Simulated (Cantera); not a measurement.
Input: 1 mol Al, a varied amount of O2, 320 mol N2, 4.4 mol HCl, held at 1448 K and 1.60 mbar.

Cantera equilibrium calculation (NASA polynomials, part measured and part estimated; ideal gas, pure solids and liquids). Candidate condensed phases: Al, AlCl3, AlN, Al2O3, H2O, NH4Cl; 45 gas species. The tables' values for AlCl2 are old estimates; treat these amounts as uncertain. Rates play no part.

log p: log10 of the partial pressure in bar; n: condensed amount in mol.

```json
[
 {"n(O2) (mol)": "0.68", "log p N2": "-2.80", "log p HCl": "-4.69", "log p O2": "<-14", "log p Cl": "-6.76", "log p H2O": "-9.04", "log p H2": "-6.12", "n Al2O3(s)": "0.453"},
 {"n(O2) (mol)": "0.86", "log p N2": "-2.80", "log p HCl": "-4.71", "log p O2": "-7.52", "log p Cl": "-5.69", "log p H2O": "-6.00", "log p H2": "-8.27", "n Al2O3(s)": "0.500"},
 {"n(O2) (mol)": "1.1", "log p N2": "-2.80", "log p HCl": "-4.74", "log p O2": "-6.08", "log p Cl": "-5.48", "log p H2O": "-5.78", "log p H2": "-8.77", "n Al2O3(s)": "0.500"},
 {"n(O2) (mol)": "1.4", "log p N2": "-2.80", "log p HCl": "-4.75", "log p O2": "[?]", "log p Cl": "-5.41", "log p H2O": "-5.72", "log p H2": "[?]", "n Al2O3(s)": "0.500"},
 {"n(O2) (mol)": "1.7", "log p N2": "-2.80", "log p HCl": "-4.76", "log p O2": "-5.45", "log p Cl": "-5.38", "log p H2O": "-5.68", "log p H2": "-9.00", "n Al2O3(s)": "0.500"},
 {"n(O2) (mol)": "2.2", "log p N2": "-2.80", "log p HCl": "-4.77", "log p O2": "-5.23", "log p Cl": "-5.35", "log p H2O": "-5.65", "log p H2": "-9.07", "n Al2O3(s)": "0.500"},
 {"n(O2) (mol)": "2.8", "log p N2": "-2.80", "log p HCl": "-4.77", "log p O2": "[?]", "log p Cl": "-5.33", "log p H2O": "-5.63", "log p H2": "-9.14", "n Al2O3(s)": "0.500"},
 {"n(O2) (mol)": "3.5", "log p N2": "-2.81", "log p HCl": "-4.78", "log p O2": "-4.92", "log p Cl": "-5.31", "log p H2O": "-5.61", "log p H2": "-9.19", "n Al2O3(s)": "0.500"}
]
```

**Question.** Fill in the missing entries.

**Answer.** 
- 2.8, log p O2: -5.06
- 1.4, log p O2: -5.67
- 1.4, log p H2: -8.92
